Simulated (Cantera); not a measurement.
Input: 1 mol Si2Cl6, 81 mol H2, at 1 atm.

These are equilibrium values from Cantera (NASA tables, ideal gas, pure condensed phases), not measurements of a reactor. Candidate condensed phases: Si; 19 gas species. The feed counts by its element totals alone. The tables' values for SiCl3 are old estimates; treat these amounts as uncertain. Equilibrium is a limit: real reactors are often held back by kinetics, nucleation or transport. All values below are at 1300 K.

Base state: H2 0.952, HCl 0.0349, SiHCl3 0.00400, SiCl2 0.00340, SiCl4 0.00321, SiCl3 0.00136, SiH2Cl2 0.000703, SiH3Cl 3.47e-5 (mole fractions); condensed: Si(s).

Problem. What changes in the equilibrium state with this change: pressure from 1 atm to 5.40 mbar?

Solution. 
| species | before | after |
|---|---|---|
| H2 | 0.952 | 0.938 |
| HCl | 0.0349 | 0.0535 |
| SiCl2 | 0.00340 | 0.00813 |
| SiH3Cl | 3.47e-5 | 2.79e-7 |
| SiH2Cl2 | 0.000703 | 8.81e-6 |
| SiHCl3 | 0.00400 | 7.81e-5 |
| SiCl4 | 0.00321 | 9.77e-5 |
| Si(s), mol | 0.941 | 1.27 |
